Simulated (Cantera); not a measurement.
Input: 1 mol SiC, 0.46 mol H2O, 5 mol H2, held at 1823.15 K and 101000 Pa.

Cantera equilibrium calculation (NASA polynomials, part measured and part estimated; ideal gas, pure solids and liquids). Candidate condensed phases: C, C6H6, C7H8, C8H18, H2O, Si, SiC, SiO2; 123 gas species. Mutual solubility and eutectic melting of coexisting phases are not modelled. The tables hold silica as quartz up to 1696 K and as liquid above; real silica turns to tridymite and cristobalite and melts near 1996 K. Gases not in the tables: Si2H6 and higher silanes. The numbers say what is thermodynamically allowed, not how fast it happens.

Base state: H2 0.933, CO 0.0363, SiO 0.0304, H 0.000416, H2O 0.000104, CH4 5.29e-5, SiH2 1.04e-5 (mole fractions); condensed: SiC(s) + SiO2(condensed).

### Question
What changes in the equilibrium state with this change: pressure from 101000 Pa to 0.180 Pa?

### Answer
```tsv
species	before	after
H2	0.933	0.616
H	0.000416	0.254
Si	1.39e-6	0.0658
SiO	0.0304	0.000369
CO	0.0363	0.0622
SiC2	<1e-9	0.00110
H2O	0.000104	<1e-9
SiC(s), mol	0.787	0.493
SiO2(condensed), mol	0.0346	0
C(graphite), mol	0	0.0257
```

### Question
What changes in the equilibrium state with this change: temperature from 1823.15 K to 1623 K?

### Answer
```json
[
 {"species": "H2", "before": "0.933", "after": "0.971"},
 {"species": "CO", "before": "0.0363", "after": "0.0272"},
 {"species": "SiO", "before": "0.0304", "after": "0.000735"},
 {"species": "SiH2", "before": "1.04e-5", "after": "2.09e-7"},
 {"species": "CH4", "before": "5.29e-5", "after": "0.000484"},
 {"species": "SiC(s), mol", "before": "0.787", "after": "0.844"},
 {"species": "SiO2(condensed), mol", "before": "0.0346", "after": "0"},
 {"species": "SiO2(β-quartz), mol", "before": "0", "after": "0.151"}
]
```
